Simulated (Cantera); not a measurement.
A perfectly stirred reactor is fed with 2.26 % C2H6, 16.5 % O2, 69.1 % N2, 3.39 % H2O, 8.81 % CO2, equivalence ratio 0.48, at 0.987 atm; it is adiabatic with a 773 K inlet, and is followed from long to short residence time, starting on the burning branch (τ in s: 0.045, 0.021, 0.01, 0.0048, 0.0023, 0.0011, 0.00051, 0.00024, 0.00012, 5.5e-05, 2.6e-05, 1.2e-05, 5.8e-06).

Model: GRI-Mech 3.0 (53 species, 325 reactions), integrated in Cantera.

x: mole fraction; the columns are a selection and need not sum to one.

```csv
τ (s),T (K),x C2H6,x O2,x H2O,x HCN,x OH
0.045,1606,3.33e-6,0.0847,0.0998,…,0.000904
0.021,1601,5.51e-6,0.0849,0.0995,…,0.00112
0.010,1592,9.07e-6,0.0852,0.0992,…,0.00135
0.0048,1579,1.51e-5,0.0857,0.0988,…,0.00158
0.0023,1560,2.63e-5,0.0866,0.0982,…,0.00179
0.0011,1532,4.91e-5,0.0882,0.0974,…,0.00190
0.00051,1482,0.000117,0.0916,0.0961,…,0.00173
0.00024,773,0.0226,0.165,0.0339,<1e-12,<1e-12
0.00012,773,0.0226,0.165,0.0339,<1e-12,<1e-12
5.5e-5,773,0.0226,0.165,0.0339,<1e-12,<1e-12
2.6e-5,773,0.0226,0.165,0.0339,<1e-12,<1e-12
1.2e-5,773,0.0226,0.165,0.0339,<1e-12,<1e-12
5.8e-6,773,0.0226,0.165,0.0339,<1e-12,<1e-12
```

Question: Some entries are withheld; supply them.

Answer: 
- 0.045, x HCN: 1.42e-9
- 0.021, x HCN: 1.77e-9
- 0.010, x HCN: 2.35e-9
- 0.0048, x HCN: 3.54e-9
- 0.0023, x HCN: 6.05e-9
- 0.0011, x HCN: 1.11e-8
- 0.00051, x HCN: 2.16e-8
